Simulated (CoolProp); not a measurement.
R141b at 293.15 K and 10.2 MPa is throttled through a valve to 1.46 MPa with no heat exchange. Each further row changes one setting.

Computed with CoolProp (reference Helmholtz-energy equation of state, Lemmon 2006). It is a short technical equation, of lower accuracy than the large ones.

```csv
case,temperature change (K)
as stated,+3.5
outlet pressure 0.438 MPa,+3.9
outlet pressure 1.9 MPa,+3.3
```
